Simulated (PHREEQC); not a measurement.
Model water analysis in mg/L, 50 °C, pH 8.33, pe -1.3:

```tsv
constituent	mg/L
Na	3040
K	129
Ca	99.5
Mg	110
Cl	3340
S(6) as SO4	2600
Alkalinity as HCO3	2.72
Mn(2)	5.34
```

Valence states are taken as typed.

Equilibrium calculation in PHREEQC: ion-association model, phreeqc.dat.

Each row changes one thing in this solution. This is a speciation only: nothing precipitates in the calculation.

```tsv
case	ionic strength (mol/kgw)	Na+ (mol/kgw)	SO4-2 (mol/kgw)	NaSO4- (mol/kgw)	K+ (mol/kgw)	Mg+2 (mol/kgw)	SI of Rhodochrosite (MnCO3)	SI of Gypsum (CaSO4:2H2O)
as made	0.164	0.129	0.0199	0.00444	0.00314	0.00249	-0.29	-0.84
pH from 8.33 to 7.83 at the same alkalinity	0.164	0.129	0.0199	0.00444	0.00314	0.00249	-0.46	-0.84
K from 129 to 64.5 mg/L	0.164	0.129	0.0199	0.00446	0.00157	0.00248	-0.29	-0.84
all concentrations times 4 at the same typed pH	0.637	0.516	0.0632	0.0348	0.0124	0.00896	+0.69	-0.14
```

Some of these states are supersaturated (in Rhodochrosite, for instance). At this temperature some constants are extrapolated from 25 °C, and those without enthalpy data are left unchanged.
